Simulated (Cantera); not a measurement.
A closed system holds: 1 mol Pb, 0.074 mol CO, 11 mol H2, at 823.15 K and 10.0 mbar.

Equilibrium computed with Cantera from the NASA thermochemical tables; the gas is ideal and each condensed phase is pure. Candidate condensed phases: C, C6H6, C7H8, C8H18, H2O, Pb, PbO, PbO2, Pb3O4; 113 gas species. Kinetics and transport are ignored.

Base state: H2 0.991, CO 0.00437, CH4 0.00230, H2O 0.00227, CO2 3.62e-5, Pb 1.35e-5 (mole fractions); condensed: Pb(l).

Q: What changes in the equilibrium state with this change: CO from 0.074 to 4.1 mol?

A: 
```json
[
 {"species": "H2", "before": "0.991", "after": "0.733"},
 {"species": "CO", "before": "0.00437", "after": "0.218"},
 {"species": "CO2", "before": "3.62e-5", "after": "0.0227"},
 {"species": "H2O", "before": "0.00227", "after": "0.0211"},
 {"species": "Pb", "before": "1.35e-5", "after": "1.35e-5"},
 {"species": "CH4", "before": "0.00230", "after": "0.00500"},
 {"species": "Pb(l), mol", "before": "1.000", "after": "1.000"},
 {"species": "C(graphite), mol", "before": "0", "after": "0.559"}
]
```

Q: What changes in the equilibrium state with this change: temperature from 823.15 K to 800 K?

A: 
| species | before | after |
|---|---|---|
| H2 | 0.991 | 0.990 |
| CO | 0.00437 | 0.00342 |
| CH4 | 0.00230 | 0.00326 |
| Pb | 1.35e-5 | 6.14e-6 |
| H2O | 0.00227 | 0.00321 |
| CO2 | 3.62e-5 | 4.68e-5 |
| Pb(l), mol | 1.000 | 1.000 |

Q: What changes in the equilibrium state with this change: temperature from 823.15 K to 1048.15 K?

A: 
```tsv
species	before	after
H2	0.991	0.989
CO	0.00437	0.00657
Pb	1.35e-5	0.00448
CH4	0.00230	8.34e-5
CO2	3.62e-5	6.52e-7
H2O	0.00227	8.28e-5
Pb(l), mol	1.000	0.950
```
